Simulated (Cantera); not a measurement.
A closed system holds: 1 mol B2O3, 150 mol H2, 5.2 mol N2, 1.9 mol NH3, at 2298 K and 0.470 bar.

Equilibrium computed with Cantera from the NASA thermochemical tables; the gas is ideal and each condensed phase is pure. Candidate condensed phases: B, BN, B2O3, B3O3H3, H2O; 39 gas species. Kinetics and transport are ignored.

Q: What is the equilibrium state?

A: 
- x(H2) = 0.933
- x(N2) = 0.0382
- x(H) = 0.0135
- x(HBO) = 0.00806
- x(H2O) = 0.00365
- x(HBO2) = 0.00231
- x(BO) = 0.00131
- x(B2O3) = 0.000231
- x(B2O2) = 0.000129
- gas amount = 161.2 mol
- log10 activity of B(s) (absent) = -2.77
